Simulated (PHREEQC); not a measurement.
Make-up at 25 °C: 160 mmol/kgw H2SO4 and 79 mmol/kgw MgCl2. Closed to the air; pH follows from the charge balance.

Model: ion-association model, phreeqc.dat, run in PHREEQC.

This is a speciation only: nothing precipitates in the calculation.

Question: Order these S species by the share of S that they hold, largest first: SO4-2, MgSO4, HSO4-.

Answer: HSO4- (72 %), SO4-2 (15 %), MgSO4 (13 %)

The pH is 0.80 and the ionic strength 0.405 mol/kgw.
